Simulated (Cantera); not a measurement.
An adiabatic, constant-volume homogeneous reactor starts with H₂ : O₂ : N₂ = 1 : 0.521 : 2.76 (molar parts), at 1725 K and 8.00 bar. Integrator tolerance rtol = 1e-08.

Model: GRI-Mech 3.0 (53 species, 325 reactions), integrated in Cantera. The hydrogen kinetics of GRI-Mech 3.0 are dated; newer H2 mechanisms differ, most at raised pressure. Above 3000 K some thermodynamic fits are extrapolated.

Q: What does this change do: constant pressure in place of constant volume?

A: 
```
quantity                                                            before                                    after
---------------------------------  ---------------------------------------  ---------------------------------------
time of steepest temperature rise                                  1.10 µs                                  1.12 µs
temperature at 3.00 s                                               3115 K                                   2959 K
equilibrium temperature                                             3115 K                                   2959 K
x(H₂) at 3.00 s                      0.0347 (gas-phase equilibrium 0.0347)    0.0290 (gas-phase equilibrium 0.0290)
x(O₂) at 3.00 s                      0.0111 (gas-phase equilibrium 0.0111)    0.0104 (gas-phase equilibrium 0.0104)
x(HO₂) at 3.00 s                   1.55e-5 (gas-phase equilibrium 1.55e-5)  1.02e-5 (gas-phase equilibrium 1.02e-5)
x(H) at 3.00 s                       0.0115 (gas-phase equilibrium 0.0115)  0.00844 (gas-phase equilibrium 0.00844)
x(H₂O₂) at 3.00 s                  1.59e-6 (gas-phase equilibrium 1.59e-6)  1.01e-6 (gas-phase equilibrium 1.01e-6)
x(NO) at 3.00 s                      0.0119 (gas-phase equilibrium 0.0119)  0.00961 (gas-phase equilibrium 0.00961)
x(NO₂) at 3.00 s                   5.31e-6 (gas-phase equilibrium 5.31e-6)  3.60e-6 (gas-phase equilibrium 3.60e-6)
```

Q: What does this change do: 0.044 parts CO2 added?

A: 
```
quantity                                                            before                                    after
---------------------------------  ---------------------------------------  ---------------------------------------
time of steepest temperature rise                                  1.10 µs                                  1.12 µs
temperature at 3.00 s                                               3115 K                                   3086 K
equilibrium temperature                                             3115 K                                   3086 K
x(H₂) at 3.00 s                      0.0347 (gas-phase equilibrium 0.0347)    0.0308 (gas-phase equilibrium 0.0308)
x(O₂) at 3.00 s                      0.0111 (gas-phase equilibrium 0.0111)    0.0120 (gas-phase equilibrium 0.0120)
x(HO₂) at 3.00 s                   1.55e-5 (gas-phase equilibrium 1.55e-5)  1.57e-5 (gas-phase equilibrium 1.57e-5)
x(H) at 3.00 s                       0.0115 (gas-phase equilibrium 0.0115)  0.00998 (gas-phase equilibrium 0.00998)
x(H₂O₂) at 3.00 s                  1.59e-6 (gas-phase equilibrium 1.59e-6)  1.60e-6 (gas-phase equilibrium 1.60e-6)
x(NO) at 3.00 s                      0.0119 (gas-phase equilibrium 0.0119)    0.0119 (gas-phase equilibrium 0.0119)
x(NO₂) at 3.00 s                   5.31e-6 (gas-phase equilibrium 5.31e-6)  5.62e-6 (gas-phase equilibrium 5.62e-6)
```
